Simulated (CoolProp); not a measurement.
Vapour-liquid equilibrium of methane (1) + ethylene (2) at 154.7 K; x and y are mole fractions of (1).

Values from CoolProp's multi-fluid Helmholtz-energy mixture model, Setzmann 1991 and Smukala 2000; pair parameters Bell 2016.

```
x     bubble pressure, mixture model (MPa)  bubble pressure, Raoult's law (MPa)  y, mixture model  y, Raoult's law
----  ------------------------------------  -----------------------------------  ----------------  ---------------
0.05                                0.1205                               0.1009             0.684            0.634
0.15                                0.2759                               0.2249             0.869            0.853
0.25                                0.4180                               0.3488             0.918            0.916
0.35                                0.5459                               0.4728             0.941            0.947
0.45                                0.6612                               0.5967             0.955            0.964
0.55                                0.7672                               0.7207             0.965            0.976
0.65                                0.8683                               0.8447             0.973            0.984
0.75                                0.9702                               0.9686             0.980            0.990
0.85                                 1.080                                1.093             0.987            0.995
0.95                                 1.206                                1.217             0.995            0.998
```

The largest gap from Raoult's law is +22.7 % in bubble pressure, at x = 0.15. No azeotrope shows between x = 0.05 and 0.95.

The pair parameters rest on a limited set of measurements; away from them the model extrapolates. The gap from Raoult's law changes sign with composition, which may be real or a fault of the pair parameters; it wasn't checked against measurements.
